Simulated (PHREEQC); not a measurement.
1 kg of water holding 0.13 mol/kgw Na2CO3, 0.091 mol/kgw NaCl, 0.19 mol/kgw Na2SO4 and 0.0053 mol/kgw NaOH is evaporated at 25 °C; the solids stay in contact with the brine. No CO2 enters from the air. Solids allowed: Burkeite, Halite, Mirabilite, Nahcolite, Natron, Thenardite, Trona. Others were left out.

All values are PHREEQC results (Pitzer model, pitzer.dat), not measurements.

Predict ionic strength, Burkeite (mol) at water left (kg) = 0.1407, 0.03567.


```json
[
 {"water left (kg)": "0.1407", "ionic strength": "7.51", "Burkeite (mol)": "0"},
 {"water left (kg)": "0.03567", "ionic strength": "10.2", "Burkeite (mol)": "0.0771"}
]
```
